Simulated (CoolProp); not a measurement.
Vapour-liquid equilibrium of benzene (1) + ethylbenzene (2) at 0.319 bar; x and y are mole fractions of (1).

The numbers come from the multi-fluid Helmholtz-energy mixture model, Thol 2012 and Zhou 2012; pair parameters Bell 2016 in CoolProp.

### Question
Give the bubble temperature and the first vapour's composition at x = 0.05, 0.25, 0.65. Is there an azeotrope?

### Answer
x = 0.05: 366.2 K, y = 0.193; x = 0.25: 350.7 K, y = 0.640; x = 0.65: 330.5 K, y = 0.933. No azeotrope shows between x = 0.05 and 0.95.

The pair parameters rest on a limited set of measurements; away from them the model extrapolates.
